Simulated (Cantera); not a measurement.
Input: 1 mol PbO, 2.1 mol H₂, 0.011 mol O₂, equilibrated at 750 Torr.

These are equilibrium values from Cantera (NASA tables, ideal gas, pure condensed phases), not measurements of a reactor. Candidate condensed phases: H₂O, Pb, PbO, PbO₂, Pb₃O₄; 12 gas species. Kinetics and transport are ignored.

Problem. Which condensed phases are stable at each of these points (T (K)): 550, 650, 750, 850, 950, 1050, 1150, 1250, 1350, 1450, 1550?

Solution. 
```csv
T (K),condensed phases,Pb condensed (%)
550,Pb(s),100.0
650,Pb(l),100.0
750,Pb(l),100.0
850,Pb(l),100.0
950,Pb(l),100.0
1050,Pb(l),100.0
1150,Pb(l),99.9
1250,Pb(l),99.7
1350,Pb(l),99.0
1450,Pb(l),96.8
1550,Pb(l),91.4
```

At 550 K the condensed part is Pb(s). From 650 K to 1550 K the condensed part is Pb(l).
